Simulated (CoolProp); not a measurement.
Carbon monoxide along the isobar 5000 kPa: density (kg/m³) from the reference equation and from simpler models built on Tc = 132.9 K, pc = 3498 kPa, ω = 0.050; each cubic takes its own stable root.

Values from CoolProp's reference Helmholtz-energy equation of state, Lemmon 2006. It is a short technical equation, of lower accuracy than the large ones.

| T (K) | phase | reference | Redlich-Kwong | Soave-Redlich-Kwong | Peng-Robinson |
|---|---|---|---|---|---|
| 116.2 | liquid | 637.5 | 613.8 | 616.0 | 693.8 |
| 133.5 | supercritical | 491.9 | 444.1 | 443.8 | 491.3 |
| 150.8 | supercritical | 188.3 | 189.3 | 185.5 | 196.2 |
| 168.1 | supercritical | 132.6 | 133.6 | 131.2 | 137.1 |
| 185.4 | supercritical | 108.5 | 109.4 | 107.4 | 111.4 |
| 202.8 | supercritical | 93.56 | 94.30 | 92.58 | 95.54 |
| 220.1 | supercritical | 83.04 | 83.72 | 82.19 | 84.50 |
| 237.4 | supercritical | 75.05 | 75.67 | 74.30 | 76.17 |
| 254.7 | supercritical | 68.69 | 69.27 | 68.02 | 69.57 |
| 272 | supercritical | 63.46 | 64.00 | 62.87 | 64.17 |
| 289.3 | supercritical | 59.06 | 59.57 | 58.55 | 59.65 |
| 306.7 | supercritical | 55.28 | 55.76 | 54.82 | 55.77 |
| 324 | supercritical | 52.01 | 52.47 | 51.61 | 52.44 |
| 341.3 | supercritical | 49.15 | 49.57 | 48.79 | 49.51 |
| 358.6 | supercritical | 46.60 | 47.01 | 46.29 | 46.92 |
